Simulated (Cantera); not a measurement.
A perfectly stirred reactor is fed with 6.90 % C2H4, 17.2 % O2, 64.8 % N2, 11.0 % CO2, equivalence ratio 1.2, at 11.8 atm; it is adiabatic with a 650 K inlet, and is followed from long to short residence time, starting on the burning branch (τ in s: 0.33, 0.13, 0.054, 0.022, 0.0089, 0.0036, 0.0015, 0.00059, 0.00024, 9.8e-05, 4e-05, 1.6e-05, 6.5e-06).

Cantera simulation using GRI-Mech 3.0 (53 species, 325 reactions); the numbers are that mechanism's predictions, not measurements. GRI-Mech 3.0 was tuned for natural gas; its chemistry of ethylene as a main component is partial and can be far from experiment. The pressure lies above the range GRI-Mech 3.0 was tuned for (to about 10 atm).

x: mole fraction; the columns are a selection and need not sum to one.

```
τ (s)    T (K)    x C2H4      x O2  x CO2    x N2O   x H2O2
-------  -----  --------  --------  -----  -------  -------
0.33      2365   1.12e-7  0.000236  0.179  9.14e-8  3.49e-8
0.13      2365   2.77e-7  0.000257  0.179  9.48e-8  3.68e-8
0.054     2364   6.40e-7  0.000304  0.179  1.02e-7        ?
0.022     2361   1.44e-6  0.000407  0.179  1.17e-7        ?
0.0089    2357   3.10e-6  0.000619  0.178  1.45e-7        ?
0.0036    2348   6.32e-6   0.00102  0.177  1.89e-7        ?
0.0015    2335   1.22e-5   0.00169  0.176  2.46e-7        ?
0.00059   2313   2.41e-5   0.00288  0.174  3.17e-7        ?
0.00024   2281   4.66e-5   0.00466  0.170  3.85e-7        ?
9.8e-5    2236   9.13e-5   0.00728  0.165  4.39e-7        ?
4.0e-5    2177  0.000189    0.0110  0.159  4.67e-7        ?
1.6e-5    2094  0.000453    0.0170  0.150  4.54e-7        ?
6.5e-6    1919   0.00204    0.0334  0.133  3.25e-7        ?
```

Task: Some entries are withheld; supply them.

Result: 
- 0.054, x H2O2: 4.11e-8
- 0.022, x H2O2: 5.06e-8
- 0.0089, x H2O2: 6.96e-8
- 0.0036, x H2O2: 1.04e-7
- 0.0015, x H2O2: 1.58e-7
- 0.00059, x H2O2: 2.45e-7
- 0.00024, x H2O2: 3.64e-7
- 9.8e-5, x H2O2: 5.27e-7
- 4.0e-5, x H2O2: 7.49e-7
- 1.6e-5, x H2O2: 1.09e-6
- 6.5e-6, x H2O2: 2.15e-6
